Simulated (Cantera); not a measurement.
Gas mixture: 28.7 % C2H4, 56.5 % C3H8, 14.8 % CO, at 1.00 bar, frozen composition.

Cantera's kinetic-theory transport with the Lennard-Jones parameters of GRI-Mech 3.0, ideal gas; thermal conductivity in the mixture-averaged form. The composition is frozen, though it would react at the higher temperatures.

D: mixture-averaged diffusion coefficient of that species in the mixture.

```
T (K)  ρ (kg/m³)  cp (J/kg/K)  μ (µPa s)  λ (mW/m/K)     Pr  D (cm²/s) NH3  D (cm²/s) CH3  D (cm²/s) O
-----  ---------  -----------  ---------  ----------  -----  -------------  -------------  -----------
400         1.12         1957       12.5        31.7  0.769     (withheld)          0.253        0.354
550        0.812         2476       16.4        51.5  0.788     (withheld)          0.450        0.620
700        0.638         2902       19.9        72.0  0.802     (withheld)          0.687        0.938
850        0.525         3237       23.1        92.2  0.810     (withheld)          0.960         1.30
1000       0.446         3519       26.0         112  0.818     (withheld)           1.27         1.72
1150       0.388         3725       28.7         131  0.818     (withheld)           1.61         2.17
1300       0.343         3904       31.3         149  0.820     (withheld)           1.98         2.66
```

Question: Complete the blanks.

Answer: 
- 400, D (cm²/s) NH3: 0.238
- 550, D (cm²/s) NH3: 0.440
- 700, D (cm²/s) NH3: 0.690
- 850, D (cm²/s) NH3: 0.983
- 1000, D (cm²/s) NH3: 1.32
- 1150, D (cm²/s) NH3: 1.68
- 1300, D (cm²/s) NH3: 2.09
